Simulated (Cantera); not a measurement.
Standard-state values (1 bar) from the NASA 1993 polynomials, evaluated with Cantera. Values are per mole of reaction as written; species without (g) are pure solids or liquids, kept so even where they would boil at 1 bar.

a) 0.6667 Al + Br2(g) → 0.6667 AlBr3(g)
b) Mg + Br2(g) → MgBr2
c) Hg + Br2(g) → HgBr2

Order these by ΔG° at 300 K, most negative first.

b (-507 kJ), a (-295 kJ), c (-155 kJ)
